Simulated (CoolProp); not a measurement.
Vapour-liquid equilibrium of benzene (1) + n-octane (2) at 47.45 °C; x and y are mole fractions of (1).

Values from CoolProp's multi-fluid Helmholtz-energy mixture model, Thol 2012 and Beckmüller 2019; pair parameters Bell 2016.

Q: Give the bubble pressure and the first vapour's composition at x = 0.05, 0.25, 0.75. Is there an azeotrope?

A: x = 0.05: 0.007819 MPa, y = 0.274; x = 0.25: 0.01490 MPa, y = 0.694; x = 0.75: 0.02746 MPa, y = 0.930. No azeotrope shows between x = 0.05 and 0.95.

Pair parameters are fitted to limited data, so mixtures are less certain than the pure fluids.
